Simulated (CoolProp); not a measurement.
A single-stage vapour-compression cycle with the fluid: evaporating at 235.15 K (dew point), condensing at 283.15 K (bubble point), superheat 10 K, subcooling 2 K, compressor efficiency 0.85, no pressure losses. The same conditions are run with several fluids, on thermodynamics alone (safety and materials aside).

Computed with CoolProp (reference Helmholtz-energy equation of state of each fluid (R227EA: Lemmon 2016; isobutene: Lemmon 2005; carbon dioxide: Span 1996; R134a: Tillner-Roth 1994; ammonia: Gao 2020; R22: Kamei 1995)).

```csv
fluid,cooling COP,pressure ratio,discharge temperature (K),refrigerating effect (kJ/kg),volumetric capacity (kJ/m³)
R227EA,3.30,7.81,290.0,97.9,298
isobutene,3.55,7.54,310.9,332,232
carbon dioxide,2.79,4.17,357.0,226,5950
R134a,3.45,7.30,313.7,172,501
ammonia,3.31,7.72,414.8,1200,812
R22,3.43,5.90,336.9,186,941
```
